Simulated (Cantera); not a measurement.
A freely propagating, adiabatic, planar premixed flame of 2.03 % CH₄, 1.85 % C₂H₆, 1.85 % C₃H₈, 19.8 % O₂, 74.5 % N₂, equivalence ratio 1.0, unburnt at 650 K and 13300 Pa; mixture-averaged transport, grid criteria slope 0.08 and curve 0.16, no radiation.

Model: GRI-Mech 3.0 (53 species, 325 reactions), integrated in Cantera. GRI-Mech 3.0 was tuned for natural gas; its chemistry of propane as a main component is partial and can be far from experiment. Burning velocities carry a grid error of a few per cent, more on coarse grids.

**Question.** Predict: laminar burning velocity; thermal thickness; peak x(C₂H₂); peak x(O).

**Answer.** 
- laminar burning velocity = 216 cm/s
- thermal thickness = 1.72 mm
- peak x(C₂H₂) = 0.00134
- peak x(O) = 0.00889
